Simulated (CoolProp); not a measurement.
A simple Rankine cycle with water: condensing at 301.15 K, boiler at 1.51 MPa, turbine inlet 621.9 K, turbine efficiency 0.65, pump efficiency 0.7, no recuperator. Each further row changes one setting.

Values from CoolProp's reference Helmholtz-energy equation of state, Wagner 2002.

```tsv
case	thermal efficiency (%)	net work (kJ/kg)	heat in (kJ/kg)	turbine exit temperature (K)	volume ratio over the turbine
as stated	21.7	…	3030	301.2	193
turbine inlet 641.9 K	…	…	3070	301.2	189
condensing temperature 293.15 K	…	…	3060	293.1	301
boiler pressure 1.06 MPa	20.7	629	3040	301.2	…
turbine efficiency 0.55	18.4	556	3030	319.8	211
```

Some entries are withheld; supply them.


- as stated, net work (kJ/kg): 657
- turbine inlet 641.9 K, thermal efficiency (%): 21.9
- turbine inlet 641.9 K, net work (kJ/kg): 672
- condensing temperature 293.15 K, thermal efficiency (%): 22.6
- condensing temperature 293.15 K, net work (kJ/kg): 692
- boiler pressure 1.06 MPa, volume ratio over the turbine: 136

The expansion ends wet for: as stated; turbine inlet 641.9 K; condensing temperature 293.15 K; boiler pressure 1.06 MPa.
